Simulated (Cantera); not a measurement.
Input: 1 mol Pb, 0.099 mol H2, equilibrated at 1098.15 K and 750 Torr.

Equilibrium computed with Cantera from the NASA thermochemical tables; the gas is ideal and each condensed phase is pure. Candidate condensed phases: Pb; 4 gas species. Rates play no part.

**Question.** What is the equilibrium state?

**Answer.** 
```json
{
 "x(H2)": "1.000",
 "x(Pb)": "0.000117",
 "n(Pb(l))": "1.000 mol",
 "gas_amount": "0.09901 mol"
}
```
